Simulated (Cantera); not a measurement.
A closed system holds: 1 mol Si, 0.89 mol Cl2, 5.5 mol H2, equilibrated at 775 K and 350000 Pa.

Equilibrium computed with Cantera from the NASA thermochemical tables; the gas is ideal and each condensed phase is pure. Candidate condensed phases: Si; 19 gas species. Rates play no part.

Base state: H2 0.911, SiHCl3 0.0431, SiCl4 0.0416, SiH2Cl2 0.00344, HCl 0.000569, SiH3Cl 6.23e-5 (mole fractions); condensed: Si(s).

What changes in the equilibrium state with this change: temperature from 775 K to 1525 K?


```
species       before     after
----------  --------  --------
H2             0.911     0.838
HCl         0.000569    0.0887
SiCl2        3.36e-7    0.0308
SiCl3        9.92e-6    0.0119
SiCl4         0.0416    0.0136
SiHCl3        0.0431    0.0145
H              <1e-9   1.16e-5
SiH3Cl       6.23e-5  0.000126
SiH2Cl2      0.00344   0.00249
Si(s), mol     0.482     0.548
```
The tables' values for SiCl3 are old estimates; treat these amounts as uncertain.
